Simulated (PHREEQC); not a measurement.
Solution (25 °C): 0.0013 mol/kgw NH4HF2, 0.13 mol/kgw (NH4)2SiF6 and 0.00061 mol/kgw H2SO4. Closed to the air; pH follows from the charge balance.

The numbers come from PHREEQC with the ion-association model, phreeqc.dat.

```json
[
 {"quantity": "pH", "before": "2.92", "after": "3.11"},
 {"quantity": "ionic strength (mol/kgw)", "before": "0.393", "after": "0.392"},
 {"quantity": "HF (mol/kgw)", "before": "0.00270", "after": "0.00228"},
 {"quantity": "F- (mol/kgw)", "before": "0.00251", "after": "0.00329"},
 {"quantity": "HF2- (mol/kgw)", "before": "2.54e-5", "after": "2.81e-5"},
 {"quantity": "NH3 (mol/kgw)", "before": "6.95e-8", "after": "1.08e-7"}
]
```

Q: Which change was made?
(A) 0.0022 mol/kgw HBr added
(B) 0.17 mol/kgw TMAH added
(C) diluted 5-fold with water
(D) H2SO4 left out
(E) (NH4)2SiF6 replaced by NH4Br at the same molality

A: D, H2SO4 left out

This is a speciation only: nothing precipitates in the calculation. Some of these states are supersaturated (in Quartz (slow to form), Chalcedony (slow to form), for instance). SiF6-2 is the database's only silicon fluoride.
